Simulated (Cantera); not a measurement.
**Si₂Cl₆ + HCl + H₂ (silicon epitaxy and polysilicon growth)**

Charge: 1 mol Si₂Cl₆, 0.03 mol HCl, 19 mol H₂, at 0.133 bar.

Cantera equilibrium calculation (NASA polynomials, part measured and part estimated; ideal gas, pure solids and liquids). Candidate condensed phases: Si; 19 gas species. The feed counts by its element totals alone. The tables' values for SiCl₃, SiCl are old estimates; treat these amounts as uncertain. Kinetics and transport are ignored.

From 998 K to 1598 K the condensed part is Si(s). The main Si-bearing gas is SiCl₄ at 998 K and SiCl₂ at 1598 K. The share of Si in condensed phases is highest at 1248 K (29.9 %) and lowest at 1598 K (21.0 %).

| T (K) | log p H₂ | log p HCl | log p SiCl₂ | log p SiCl₄ | log p SiHCl₃ | log p SiCl₃ | n Si(s) |
|---|---|---|---|---|---|---|---|
| 998 | -0.92 | -2.67 | -4.20 | -2.15 | -2.56 | -3.87 | 0.449 |
| 1048 | -0.92 | -2.50 | -3.81 | -2.17 | -2.58 | -3.63 | 0.483 |
| 1098 | -0.92 | -2.35 | -3.47 | -2.20 | -2.61 | -3.41 | 0.520 |
| 1148 | -0.93 | -2.22 | -3.17 | -2.25 | -2.65 | -3.23 | 0.556 |
| 1198 | -0.93 | -2.11 | -2.91 | -2.31 | -2.71 | -3.08 | 0.585 |
| 1248 | -0.94 | -2.01 | -2.68 | -2.40 | -2.78 | -2.97 | 0.599 |
| 1298 | -0.95 | -1.93 | -2.49 | -2.53 | -2.89 | -2.90 | 0.593 |
| 1348 | -0.95 | -1.87 | -2.35 | -2.70 | -3.02 | -2.87 | 0.569 |
| 1398 | -0.96 | -1.83 | -2.24 | -2.91 | -3.19 | -2.89 | 0.534 |
| 1448 | -0.96 | -1.81 | -2.16 | -3.15 | -3.38 | -2.94 | 0.499 |
| 1498 | -0.97 | -1.79 | -2.11 | -3.42 | -3.58 | -3.02 | 0.467 |
| 1548 | -0.97 | -1.79 | -2.08 | -3.70 | -3.80 | -3.11 | 0.441 |
| 1598 | -0.97 | -1.78 | -2.06 | -3.98 | -4.01 | -3.21 | 0.420 |
log p: log10 of the partial pressure in bar; n: condensed amount in mol.
